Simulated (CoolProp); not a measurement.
Tetradecamethylhexasiloxane (MD4M) at several states: density (kg/m³) from the reference equation and from simpler models built on Tc = 380.0 °C, pc = 0.8286 MPa, ω = 0.800; each cubic takes its own stable root.

Model: reference Helmholtz-energy equation of state, Thol 2019, in CoolProp.

| T (°C) | p (MPa) | phase | reference | van der Waals | Redlich-Kwong | Soave-Redlich-Kwong | Peng-Robinson |
|---|---|---|---|---|---|---|---|
| 205.35 | 0.693 | liquid | 707.1 | 399.5 | 570.2 | 633.9 | 714.5 |
| 338.65 | 2.82 | liquid | 565.8 | 380.4 | 495.2 | ___ | 578.3 |
| 323.35 | 0.15 | gas | 15.64 | 14.95 | ___ | 15.36 | 15.49 |
| 250.95 | 0.0858 | liquid | 649.3 | 9.557 | 9.711 | ___ | 654.9 |

Problem. Complete the blanks.

Solution. 
- 338.65, Soave-Redlich-Kwong: 516.1
- 323.35, Redlich-Kwong: 15.17
- 250.95, Soave-Redlich-Kwong: 579.1

At some of these states van der Waals, Redlich-Kwong gives the other phase, because its saturation line lies elsewhere.
